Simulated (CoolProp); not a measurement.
Tetrahydrofuran along the isobar 0.276 MPa: Z from the reference equation and from simpler models built on Tc = 540.2 K, pc = 5.304 MPa, ω = 0.234; each cubic takes its own stable root.

Computed with CoolProp (reference Helmholtz-energy equation of state, Fiedler 2023).

| T (K) | phase | reference | van der Waals | Soave-Redlich-Kwong | Peng-Robinson |
|---|---|---|---|---|---|
| 174.7 | liquid | 0.01352 | 0.02252 | 0.01504 | 0.01344 |
| 186.6 | liquid | 0.01282 | 0.02129 | 0.01419 | 0.01267 |
| 198.5 | liquid | 0.01220 | 0.02020 | 0.01345 | 0.01200 |
| 210.5 | liquid | 0.01165 | 0.01925 | 0.01280 | 0.01141 |
| 222.4 | liquid | 0.01117 | 0.01841 | 0.01222 | 0.01089 |
| 234.4 | liquid | 0.01074 | 0.01766 | 0.01171 | 0.01043 |
| 246.3 | liquid | 0.01036 | 0.01699 | 0.01126 | 0.01002 |
| 258.2 | liquid | 0.01002 | 0.01640 | 0.01086 | 0.009657 |
| 270.2 | liquid | 0.009708 | 0.01586 | 0.01049 | 0.009329 |
| 282.1 | liquid | 0.009431 | 0.01539 | 0.01017 | 0.009037 |
| 294.1 | liquid | 0.009179 | 0.01496 | 0.009886 | 0.008775 |
| 306 | liquid | 0.008955 | 0.9396 | 0.009632 | 0.008544 |
| 317.9 | liquid | 0.008753 | 0.9447 | 0.009407 | 0.008338 |

At some of these states van der Waals gives the other phase, because its saturation line lies elsewhere.
